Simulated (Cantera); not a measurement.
A Cantera script and what it prints.

```python
import numpy as np
import cantera as ct

gas_names = """
    H HO2 H2 H2O H2O2 O OH O2 O3 Si SiH SiH2 SiH3 SiH4 SiO SiO2 Si2 Si3
""".split()
cond_names = """
    H2O(s) H2O(L) Si(cr) Si(L) SiO2(Lqz) SiO2(hqz) SiO2(L)
""".split()


def load(file, names, dense=False):
    # The tables refer to 1 bar. Condensed volumes are neglected.
    table = {s.name: s for s in ct.Species.list_from_file(file)}
    out = []
    for n in names:
        d = dict(table[n].input_data)
        d["thermo"] = dict(d["thermo"], **{"reference-pressure": 1e5})
        if dense:
            d["equation-of-state"] = {"model": "constant-volume", "density": "1e6 g/cm^3"}
        out.append(ct.Species.from_dict(d))
    return out


gas = ct.Solution(thermo="ideal-gas", species=load("nasa_gas.yaml", gas_names))
cond = {s.name: ct.Solution(thermo="fixed-stoichiometry", species=[s], name=s.name)
        for s in load("nasa_condensed.yaml", cond_names, dense=True)}
atoms = {
    'Si': {'Si': 1},
    'H2O': {'H': 2, 'O': 1},
    'H2': {'H': 2},
}
top_T = {}  # K; cautious upper limits of use, not melting points


def equilibrate(T, P, feed):
    n = {}
    for name, mol in feed.items():
        for a, k in atoms[name].items():
            n[a] = n.get(a, 0.0) + k * mol
    gas.TPX = T, P, n
    mass = sum(n.values()) * gas.mean_molecular_weight
    gas.equilibrate("TP")
    valid = [c for c in cond.values() if c.min_temp <= T <= top_T.get(c.name, c.max_temp)]
    mix = ct.Mixture([(gas, mass / gas.mean_molecular_weight)] + [(c, 0.0) for c in valid])
    mix.T, mix.P = T, P
    mix.equilibrate("TP", solver="vcs", rtol=1e-11, max_steps=5000)
    return mix


results = []
feed = {'Si': 1, 'H2O': 0.023, 'H2': 750}  # mol
for P in [0.1, 0.5, 2.5, 13, 63, 320, 1600, 7900, 40000, 200000, 1000000]:
    for T in [1750, 1775, 1800, 1825, 1850, 1875, 1900, 1925, 1950, 1975, 2000]:
        mix = equilibrate(T, P, feed)
        results.append((T, P, feed, dict(zip(mix.species_names, mix.species_moles))))

for T, P, feed, n in results:
    print(f"{T:7g} {P:10.4g}  " + (" + ".join(c for c in cond_names if n.get(c, 0) > 1e-12) or "gas only"))
```

Result:

```
   1750        0.1  gas only
   1775        0.1  gas only
   1800        0.1  gas only
   1825        0.1  gas only
   1850        0.1  gas only
   1875        0.1  gas only
   1900        0.1  gas only
   1925        0.1  gas only
   1950        0.1  gas only
   1975        0.1  gas only
   2000        0.1  gas only
   1750        0.5  gas only
   1775        0.5  gas only
   1800        0.5  gas only
   1825        0.5  gas only
   1850        0.5  gas only
   1875        0.5  gas only
   1900        0.5  gas only
   1925        0.5  gas only
   1950        0.5  gas only
   1975        0.5  gas only
   2000        0.5  gas only
   1750        2.5  gas only
   1775        2.5  gas only
   1800        2.5  gas only
   1825        2.5  gas only
   1850        2.5  gas only
   1875        2.5  gas only
   1900        2.5  gas only
   1925        2.5  gas only
   1950        2.5  gas only
   1975        2.5  gas only
   2000        2.5  gas only
   1750         13  gas only
   1775         13  gas only
   1800         13  gas only
   1825         13  gas only
   1850         13  gas only
   1875         13  gas only
   1900         13  gas only
   1925         13  gas only
   1950         13  gas only
   1975         13  gas only
   2000         13  gas only
   1750         63  gas only
   1775         63  gas only
   1800         63  gas only
   1825         63  gas only
   1850         63  gas only
   1875         63  gas only
   1900         63  gas only
   1925         63  gas only
   1950         63  gas only
   1975         63  gas only
   2000         63  gas only
   1750        320  Si(L)
   1775        320  Si(L)
   1800        320  Si(L)
   1825        320  gas only
   1850        320  gas only
   1875        320  gas only
   1900        320  gas only
   1925        320  gas only
   1950        320  gas only
   1975        320  gas only
   2000        320  gas only
   1750       1600  Si(L)
   1775       1600  Si(L)
   1800       1600  Si(L)
   1825       1600  Si(L)
   1850       1600  Si(L)
   1875       1600  Si(L)
   1900       1600  Si(L)
   1925       1600  Si(L)
   1950       1600  gas only
   1975       1600  gas only
   2000       1600  gas only
   1750       7900  Si(L)
   1775       7900  Si(L)
   1800       7900  Si(L)
   1825       7900  Si(L)
   1850       7900  Si(L)
   1875       7900  Si(L)
   1900       7900  Si(L)
   1925       7900  Si(L)
   1950       7900  Si(L)
   1975       7900  Si(L)
   2000       7900  Si(L)
   1750      4e+04  Si(L)
   1775      4e+04  Si(L)
   1800      4e+04  Si(L)
   1825      4e+04  Si(L)
   1850      4e+04  Si(L)
   1875      4e+04  Si(L)
   1900      4e+04  Si(L)
   1925      4e+04  Si(L)
   1950      4e+04  Si(L)
   1975      4e+04  Si(L)
   2000      4e+04  Si(L)
   1750      2e+05  Si(L)
   1775      2e+05  Si(L)
   1800      2e+05  Si(L)
   1825      2e+05  Si(L)
   1850      2e+05  Si(L)
   1875      2e+05  Si(L)
   1900      2e+05  Si(L)
   1925      2e+05  Si(L)
   1950      2e+05  Si(L)
   1975      2e+05  Si(L)
   2000      2e+05  Si(L)
   1750      1e+06  Si(L)
   1775      1e+06  Si(L)
   1800      1e+06  Si(L)
   1825      1e+06  Si(L)
   1850      1e+06  Si(L)
   1875      1e+06  Si(L)
   1900      1e+06  Si(L)
   1925      1e+06  Si(L)
   1950      1e+06  Si(L)
   1975      1e+06  Si(L)
   2000      1e+06  Si(L)
```

Equilibrium computed with Cantera from the NASA thermochemical tables; the gas is ideal and each condensed phase is pure.
